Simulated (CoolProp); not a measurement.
Properties of ethanol along the isobar 1440 kPa (Tc = 514.7 K, pc = 6268 kPa, ω = 0.644).

Model: reference Helmholtz-energy equation of state, Schroeder 2014, in CoolProp.

| T (K) | phase | cp (kJ/(kg K)) | speed of sound (m/s) | isothermal compressibility (1/MPa) | Prandtl number |
|---|---|---|---|---|---|
| 509.7 | gas | 2.407 | 299.7 | 0.7567 | 0.869 |
| 517.1 | gas | 2.403 | 303.0 | 0.7513 | … |
| 524.4 | gas | 2.402 | 306.1 | 0.7467 | 0.856 |
| 531.8 | gas | 2.402 | 309.1 | 0.7425 | 0.850 |
| 539.1 | gas | 2.405 | 312.1 | 0.7388 | 0.846 |
| 546.5 | gas | 2.408 | 315.0 | 0.7354 | … |
| 553.8 | gas | 2.414 | 317.8 | 0.7324 | 0.838 |
| 561.2 | gas | 2.420 | 320.5 | 0.7297 | 0.834 |
| 568.5 | gas | 2.427 | 323.2 | 0.7272 | 0.831 |
| 575.9 | gas | 2.435 | 325.8 | 0.7250 | 0.829 |
| 583.2 | gas | 2.444 | 328.3 | 0.7229 | 0.826 |
| 590.6 | gas | … | 330.9 | 0.7211 | 0.824 |
| 597.9 | gas | 2.464 | 333.3 | 0.7194 | 0.823 |
| 605.3 | gas | … | 335.8 | 0.7178 | 0.821 |
| 612.6 | gas | 2.485 | 338.1 | 0.7164 | 0.820 |
| 620 | gas | 2.496 | 340.5 | 0.7150 | 0.818 |

**Question.** What belongs in the gaps?

**Answer.** 
- 517.1, Prandtl number: 0.862
- 546.5, Prandtl number: 0.841
- 590.6, cp (kJ/(kg K)): 2.454
- 605.3, cp (kJ/(kg K)): 2.474

Viscosity comes from a separate model (Kiselev 2005). Thermal conductivity comes from a separate model (Assael 2013).
